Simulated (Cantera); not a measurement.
Input: 1 mol Fe(CO)₅, 2.2 mol H₂, 3 mol CO, at 0.0133 bar.

Cantera equilibrium calculation (NASA polynomials, part measured and part estimated; ideal gas, pure solids and liquids). Candidate condensed phases: C, C₆H₆, C₇H₈, C₈H₁₈, Fe, Fe(CO)₅, FeO, Fe(OH)₂, Fe(OH)₃, Fe₂O₃, Fe₃O₄, H₂O; 114 gas species. Condensed phases not in the tables: cementite and carbon dissolved in iron. Rates play no part.

At 875 °C, list the 5 most abundant gas species with their mole fractions, and the condensed phases.

CO 0.784, H₂ 0.216, CO₂ 0.000333, H₂O 0.000108, CH₄ 1.48e-5. Condensed: C(graphite) + Fe(α).
